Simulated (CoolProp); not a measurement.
Properties of acetone along the isotherm 410.5 K (Tc = 508.1 K, pc = 46.92 bar, ω = 0.307).

The numbers come from the reference Helmholtz-energy equation of state, Lemmon 2006 in CoolProp. It is a short technical equation, of lower accuracy than the large ones.

```
p (bar)   phase  speed of sound (m/s)  Joule-Thomson coefficient (K/MPa)  expansivity (1/kK)
-------  ------  --------------------  ---------------------------------  ------------------
0.223       gas                 253.1                              26.58               2.476
0.457       gas                 252.2                              26.66               2.519
0.939       gas                 250.4                              26.82               2.612
1.93        gas                 246.6                              27.17               2.819
3.96        gas                 238.3                              28.00               3.335
8.13        gas                 218.2                              30.36               5.076
16.7     liquid                 667.2                            0.01152               2.482
34.3     liquid                 692.9                           -0.02417               2.339
70.4     liquid                 739.9                           -0.08099               2.113
```
